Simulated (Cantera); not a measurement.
# Si₂H₆ + HCl + H₂ (silicon epitaxy and polysilicon growth)

Feed: 1 mol Si₂H₆, 0.28 mol HCl, 410 mol H₂, held at 1698.15 K and 0.00310 bar.

These are equilibrium values from Cantera (NASA tables, ideal gas, pure condensed phases), not measurements of a reactor. Candidate condensed phases: Si; 19 gas species. The feed counts by its element totals alone. Gases not in the tables: Si₂H₆ and higher silanes. Kinetics and transport are ignored.

```
Quantity        Value
----------  ---------
x(H₂)           0.996
x(H)          0.00260
x(HCl)       0.000671
x(Si)        0.000212
x(SiH)        1.84e-5
x(SiH₂)       1.39e-5
x(SiCl₂)      1.62e-6
x(Cl)         1.36e-6
x(SiCl)       1.30e-6
n(Si(l))     1.90 mol
gas amount  413.9 mol
```
